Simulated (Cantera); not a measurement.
Mixture: 3.88 % C2H4, 21.6 % O2, 69.1 % N2, 5.43 % H2O, equivalence ratio 0.54, at 4.30 bar, adiabatic and at constant pressure. Ignition delay is the time to a rise of 400 K.

Detailed kinetics in Cantera: GRI-Mech 3.0 (53 species, 325 reactions). GRI-Mech 3.0 was tuned for natural gas; its chemistry of ethylene as a main component is partial and can be far from experiment.

**Question.** Predict: delay at 1200 K; delay at 1250 K; delay at 1300 K; delay at 1350 K; delay at 1400 K; delay at 1450 K; delay at 1500 K; apparent activation energy between 1400 and 1500 K.

**Answer.** delay at 1200 K: 0.593 ms
delay at 1250 K: 0.204 ms
delay at 1300 K: 76.0 µs
delay at 1350 K: 35.4 µs
delay at 1400 K: 21.0 µs
delay at 1450 K: 14.4 µs
delay at 1500 K: 10.6 µs
apparent activation energy between 1400 and 1500 K: 120 kJ/mol
